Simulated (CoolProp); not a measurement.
Vapour-liquid equilibrium of hydrogen sulfide (1) + n-hexane (2) at 341.1 K; x and y are mole fractions of (1).

Values from CoolProp's multi-fluid Helmholtz-energy mixture model, Lemmon 2006 and Thol 2019; pair parameters Kunz 2012.

**Question.** Give the bubble pressure and the first vapour's composition at x = 0.275, 0.5, 0.725. Is there an azeotrope?

**Answer.** x = 0.275: 14.64 bar, y = 0.929; x = 0.5: 24.34 bar, y = 0.958; x = 0.725: 34.30 bar, y = 0.974. No azeotrope shows between x = 0.05 and 0.95.

The pair parameters rest on a limited set of measurements; away from them the model extrapolates.
